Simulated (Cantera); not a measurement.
## (CH3)2SiCl2 + C2H4 + H2 + C3H8 (silicon carbide growth)

Charge: 1 mol (CH3)2SiCl2, 0.041 mol C2H4, a varied amount of H2, 0.004 mol C3H8, equilibrated at 2325 °C and 54.0 mbar.

Cantera equilibrium calculation (NASA polynomials, part measured and part estimated; ideal gas, pure solids and liquids). Candidate condensed phases: C, C6H6, C7H8, C8H18, Si, SiC; 109 gas species. The feed counts by its element totals alone. The tables' values for SiCl are old estimates; treat these amounts as uncertain. Gases not in the tables: Si2H6 and higher silanes. Equilibrium is a limit: real reactors are often held back by kinetics, nucleation or transport.

```tsv
n(H2) (mol)	x H2	x H	x HCl	x Si	x Cl	x C2H2 (acetylene)	x SiC2	n C(graphite)
8.8	0.670	0.134	0.107	0.0359	0.0150	0.0108	0.0122	1.33
13	0.706	0.138	0.0847	0.0293	0.0116	0.0114	0.00998	1.19
19	0.737	0.141	0.0651	0.0232	0.00870	0.0119	0.00790	0.997
27	0.761	0.143	0.0496	0.0182	0.00653	0.0122	0.00618	0.747
39	0.781	0.145	0.0365	0.0137	0.00474	0.0126	0.00465	0.379
56	0.797	0.146	0.0265	0.0103	0.00341	0.0120	0.00327	0
82	0.812	0.148	0.0187	0.00785	0.00238	0.00892	0.00182	0
120	0.823	0.149	0.0131	0.00584	0.00165	0.00653	0.000980	0
170	0.830	0.149	0.00935	0.00438	0.00118	0.00484	0.000539	0
250	0.836	0.150	0.00642	0.00313	0.000807	0.00343	0.000271	0
360	0.840	0.150	0.00449	0.00224	0.000563	0.00245	0.000138	0
530	0.843	0.150	0.00307	0.00156	0.000384	0.00170	6.66e-5	0
```
x: gas mole fraction; n: condensed amount in mol.

From 8.8 mol H2 to 39 mol H2 the condensed part is C(graphite). From 56 mol H2 to 530 mol H2 nothing is condensed. The main Si-bearing gas is Si throughout.
